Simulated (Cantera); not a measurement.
A Cantera script and what it prints.

```python
import numpy as np
import cantera as ct

gas_names = """
    Br Br2 H HBr HO2 H2 H2O H2O2 O OH O2 O3
""".split()
cond_names = """
    Br2(cr) Br2(L) H2O(s) H2O(L)
""".split()


# ... load() reads the species with a 1 bar reference pressure and builds the phases ...
atoms = {
    'HBr': {'H': 1, 'Br': 1},
    'H2': {'H': 2},
    'O2': {'O': 2},
}
top_T = {}  # K; cautious upper limits of use, not melting points


# ... equilibrate(T, P, feed) seeds the gas with the atoms and calls Mixture.equilibrate('TP', solver="vcs", rtol=1e-11, max_steps=5000) ...
results = []
feed = {'HBr': 1, 'H2': 0.29, 'O2': 8.8}  # mol
T = 3323  # K
P = 101325  # Pa
mix = equilibrate(T, P, feed)
results.append((T, P, feed, dict(zip(mix.species_names, mix.species_moles))))
x = sorted(zip(gas.X, gas.species_names), reverse=True)
print(f"T = {T:g} K  P = {P:g} Pa  gas = {mix.phase_moles(0):.4g} mol")
print("   x: " + "  ".join(f"{s} {v:.3e}" for v, s in x if v > 1e-05))
print("   condensed (mol): " + ("  ".join(f"{mix.phase(i).name} {mix.phase_moles(i):.4g}"
      for i in range(1, mix.n_phases) if mix.phase_moles(i) > 1e-12) or "none"))
```

It prints:

```
T = 3323 K  P = 101325 Pa  gas = 11.97 mol
   x: O2 5.787e-01  O 2.328e-01  Br 8.080e-02  OH 5.857e-02  H 2.204e-02  H2O 2.101e-02  H2 3.283e-03  HBr 2.699e-03  HO2 7.105e-05
   condensed (mol): none
```

Cantera equilibrium calculation (NASA polynomials, part measured and part estimated; ideal gas, pure solids and liquids).
